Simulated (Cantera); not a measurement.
Catalytic combustion on Pt

An isothermal plug-flow reactor at 600 K and 0.370 bar (inlet), inlet velocity 1.7 m/s, active area per volume 1100 1/m; feed 2.49 % H2, 8.04 % O2, 89.5 % N2, equivalence ratio 0.15.

Cantera simulation using Deutschmann's 1995 Pt surface mechanism with GRI-Mech 3.0 gas chemistry; the numbers are that mechanism's predictions, not measurements. Catalytic surfaces can have several steady states; this one follows from the mechanism file's or the stated starting coverage. Mass transfer to the wall is taken as infinitely fast.

```json
[
 {"z (m)": "3.1e-05", "x H2": "0.0191", "x O2": "0.0777", "x H2O": "0.00588", "θ free Pt": "0.403", "θ O*": "0.581", "θ OH*": "0.0158"},
 {"z (m)": "5.1e-05", "x H2": "0.0165", "x O2": "0.0765", "x H2O": "0.00848", "θ free Pt": "0.355", "θ O*": "0.629", "θ OH*": "0.0158"},
 {"z (m)": "8.5e-05", "x H2": "0.0134", "x O2": "0.0751", "x H2O": "0.0116", "θ free Pt": "0.293", "θ O*": "0.691", "θ OH*": "0.0157"},
 {"z (m)": "0.00014", "x H2": "0.0102", "x O2": "0.0736", "x H2O": "0.0149", "θ free Pt": "0.228", "θ O*": "0.757", "θ OH*": "0.0151"},
 {"z (m)": "0.00024", "x H2": "0.00709", "x O2": "0.0721", "x H2O": "0.0181", "θ free Pt": "0.161", "θ O*": "0.825", "θ OH*": "0.0138"},
 {"z (m)": "0.0004", "x H2": "0.00472", "x O2": "0.0710", "x H2O": "0.0204", "θ free Pt": "0.109", "θ O*": "0.879", "θ OH*": "0.0121"},
 {"z (m)": "0.00066", "x H2": "0.00304", "x O2": "0.0702", "x H2O": "0.0221", "θ free Pt": "0.0712", "θ O*": "0.919", "θ OH*": "0.0102"},
 {"z (m)": "0.0011", "x H2": "0.00189", "x O2": "0.0697", "x H2O": "0.0233", "θ free Pt": "0.0446", "θ O*": "0.947", "θ OH*": "0.00835"},
 {"z (m)": "0.0018", "x H2": "0.00118", "x O2": "0.0694", "x H2O": "0.0240", "θ free Pt": "0.0280", "θ O*": "0.965", "θ OH*": "0.00674"},
 {"z (m)": "0.0031", "x H2": "0.000691", "x O2": "0.0691", "x H2O": "0.0245", "θ free Pt": "0.0165", "θ O*": "0.978", "θ OH*": "0.00525"}
]
```
x: gas mole fraction; θ: surface coverage.
